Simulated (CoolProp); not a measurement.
Aqueous ammonia as a coolant, at 11 °C, 1 atm.

Values from CoolProp's Melinder's fits for secondary coolants.

| mass % | freezing point (°C) | conductivity (W/(m K)) | Prandtl number | viscosity (mPa s) | density (kg/m³) |
|---|---|---|---|---|---|
| 5.3 | -6.5 | 0.544 | 10.7 | 1.38 | 977.7 |
| 7.8 | -10.1 | 0.528 | 11.2 | 1.41 | 968.2 |
| 10.2 | -13.9 | 0.514 | 11.8 | 1.44 | 959.4 |
| 12.7 | -18.5 | 0.499 | 12.6 | 1.49 | 950.7 |
| 15.1 | -23.5 | 0.486 | 13.4 | 1.55 | 942.7 |
| 17.6 | -29.6 | 0.474 | 14.2 | 1.60 | 934.6 |
| 20 | -36.5 | 0.463 | 14.8 | 1.63 | 927.0 |
| 22.5 | -45.1 | 0.454 | 15.2 | 1.63 | 919.4 |
| 24.9 | -55.0 | 0.446 | 15.3 | 1.62 | 912.2 |
